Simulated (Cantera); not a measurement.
Cantera with NASA thermochemical tables; ideal gases at 1 bar, condensed phases pure. Values are per mole of reaction as written; species without (g) are pure solids or liquids, kept so even where they would boil at 1 bar.

3 NiS₂ + 2 H₂(g) → Ni₃S₄ + 2 H₂S(g), with ΔH° = 51.9 kJ and ΔS° = 120.5 J/K at 300 K.

Task: How far is the shortcut ΔG° ≈ ΔH°(300 K) − T·ΔS°(300 K) from the full temperature-dependent value at 448, 473, 498, 523, 548, 573, 598 K?

Result: 
```json
[
 {"T (K)": "448", "shortcut (kJ)": "-2.1", "full (kJ)": "-1.0", "difference (kJ)": "-1.0", "difference in log10 K": "0.12"},
 {"T (K)": "473", "shortcut (kJ)": "-5.1", "full (kJ)": "-3.8", "difference (kJ)": "-1.3", "difference in log10 K": "0.14"},
 {"T (K)": "498", "shortcut (kJ)": "-8.1", "full (kJ)": "-6.4", "difference (kJ)": "-1.6", "difference in log10 K": "0.17"},
 {"T (K)": "523", "shortcut (kJ)": "-11.1", "full (kJ)": "-9.1", "difference (kJ)": "-2.0", "difference in log10 K": "0.20"},
 {"T (K)": "548", "shortcut (kJ)": "-14.1", "full (kJ)": "-11.7", "difference (kJ)": "-2.4", "difference in log10 K": "0.22"},
 {"T (K)": "573", "shortcut (kJ)": "-17.1", "full (kJ)": "-14.4", "difference (kJ)": "-2.7", "difference in log10 K": "0.25"},
 {"T (K)": "598", "shortcut (kJ)": "-20.1", "full (kJ)": "-17.0", "difference (kJ)": "-3.1", "difference in log10 K": "0.27"}
]
```
The shortcut ignores the heat-capacity change of the reaction.
